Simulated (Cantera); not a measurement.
Mixture: 2.90 % C3H8, 20.4 % O2, 76.7 % N2, equivalence ratio 0.71, at 22.0 bar, adiabatic and at constant volume. Ignition delay is the time to a rise of 400 K.

Detailed kinetics in Cantera: GRI-Mech 3.0 (53 species, 325 reactions). GRI-Mech 3.0 was tuned for natural gas; its chemistry of propane as a main component is partial and can be far from experiment. The pressure lies above the range GRI-Mech 3.0 was tuned for (to about 10 atm).

**Question.** At T0 = 1225 K, what is the delay, and which 7 reactions control it most (d ln τ / d ln k, from doubling and halving each rate constant)?

**Answer.** The delay is 0.546 ms.
```
reaction                       d ln τ / d ln k   faster rate
-----------------------------  ---------------  ------------
2 CH3 (+M) <=> C2H6 (+M)                  0.44  lengthens it
CH3 + HO2 <=> CH3O + OH                  -0.40   shortens it
C2H5 + CH3 (+M) <=> C3H8 (+M)            -0.39   shortens it
C3H8 + H <=> C3H7 + H2                    0.26  lengthens it
C3H8 + OH <=> C3H7 + H2O                  0.21  lengthens it
CH3 + O2 <=> CH2O + OH                   -0.16   shortens it
CH3 + O2 <=> CH3O + O                    -0.16   shortens it
```
